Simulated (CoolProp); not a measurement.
Saturation properties of acetone.

The numbers come from the reference Helmholtz-energy equation of state, Lemmon 2006 in CoolProp. It is a short technical equation, of lower accuracy than the large ones.

```json
[
 {"T (°C)": "131.45", "p (bar)": "7.801", "liquid density (kg/m³)": "649.0", "enthalpy of vaporisation (kJ/kg)": "403.6", "liquid cp (kJ/(kg K))": "2.545", "vapour Z": "0.8199", "surface tension (mN/m)": "10.00"},
 {"T (°C)": "135.55", "p (bar)": "8.513", "liquid density (kg/m³)": "642.7", "enthalpy of vaporisation (kJ/kg)": "397.1", "liquid cp (kJ/(kg K))": "2.569", "vapour Z": "0.8098", "surface tension (mN/m)": "9.54"},
 {"T (°C)": "139.55", "p (bar)": "9.255", "liquid density (kg/m³)": "636.4", "enthalpy of vaporisation (kJ/kg)": "390.6", "liquid cp (kJ/(kg K))": "2.594", "vapour Z": "0.7995", "surface tension (mN/m)": "9.09"},
 {"T (°C)": "143.55", "p (bar)": "10.04", "liquid density (kg/m³)": "629.9", "enthalpy of vaporisation (kJ/kg)": "383.8", "liquid cp (kJ/(kg K))": "2.620", "vapour Z": "0.7888", "surface tension (mN/m)": "8.65"},
 {"T (°C)": "147.65", "p (bar)": "10.91", "liquid density (kg/m³)": "623.2", "enthalpy of vaporisation (kJ/kg)": "376.7", "liquid cp (kJ/(kg K))": "2.649", "vapour Z": "0.7774", "surface tension (mN/m)": "8.21"},
 {"T (°C)": "151.65", "p (bar)": "11.80", "liquid density (kg/m³)": "616.4", "enthalpy of vaporisation (kJ/kg)": "369.6", "liquid cp (kJ/(kg K))": "2.678", "vapour Z": "0.7659", "surface tension (mN/m)": "7.77"},
 {"T (°C)": "155.65", "p (bar)": "12.74", "liquid density (kg/m³)": "609.5", "enthalpy of vaporisation (kJ/kg)": "362.2", "liquid cp (kJ/(kg K))": "2.709", "vapour Z": "0.7540", "surface tension (mN/m)": "7.34"},
 {"T (°C)": "159.75", "p (bar)": "13.77", "liquid density (kg/m³)": "602.2", "enthalpy of vaporisation (kJ/kg)": "354.4", "liquid cp (kJ/(kg K))": "2.744", "vapour Z": "0.7412", "surface tension (mN/m)": "6.90"},
 {"T (°C)": "163.75", "p (bar)": "14.84", "liquid density (kg/m³)": "594.9", "enthalpy of vaporisation (kJ/kg)": "346.6", "liquid cp (kJ/(kg K))": "2.780", "vapour Z": "0.7283", "surface tension (mN/m)": "6.48"},
 {"T (°C)": "167.75", "p (bar)": "15.96", "liquid density (kg/m³)": "587.4", "enthalpy of vaporisation (kJ/kg)": "338.4", "liquid cp (kJ/(kg K))": "2.819", "vapour Z": "0.7149", "surface tension (mN/m)": "6.06"}
]
```

It boils at 56.1 °C under 1 atm.

Surface tension comes from a separate correlation (Mulero 2012).
